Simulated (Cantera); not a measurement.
## Gas-phase reforming

A perfectly stirred reactor is fed with 20.8 % CH4, 45.8 % H2O, 33.3 % H2, at 16000 Pa; it is held at 1975 K, and followed from long to short residence time.

Computed with Cantera and GRI-Mech 3.0 (53 species, 325 reactions).

| τ (s) | x CH4 | x H2O | x H2 | x C2H4 | x C2H6 | x CH2CO | x HCO |
|---|---|---|---|---|---|---|---|
| 4.3 | 0.00101 | 0.170 | 0.680 | 4.75e-7 | 1.32e-8 | 2.40e-7 | 2.97e-8 |
| 1.8 | 0.00205 | 0.173 | 0.677 | 1.91e-6 | 5.35e-8 | 8.35e-7 | 3.67e-8 |
| 0.76 | 0.00378 | 0.180 | 0.671 | 6.37e-6 | 1.82e-7 | 2.59e-6 | 4.87e-8 |
| 0.32 | 0.00648 | 0.195 | 0.659 | 1.79e-5 | 5.31e-7 | 7.00e-6 | 6.82e-8 |
| 0.13 | 0.0106 | 0.222 | 0.637 | 4.49e-5 | 1.43e-6 | 1.69e-5 | 1.01e-7 |
| 0.056 | 0.0162 | 0.257 | 0.608 | 9.59e-5 | 3.29e-6 | 3.28e-5 | 1.50e-7 |
| 0.024 | 0.0242 | 0.299 | 0.572 | 0.000196 | 7.28e-6 | 5.42e-5 | 2.19e-7 |
| 0.010 | 0.0368 | 0.341 | 0.533 | 0.000409 | 1.61e-5 | 7.47e-5 | 3.13e-7 |
| 0.0042 | 0.0558 | 0.374 | 0.495 | 0.000846 | 3.41e-5 | 8.32e-5 | 4.23e-7 |
x: mole fraction; the columns are a selection and need not sum to one.
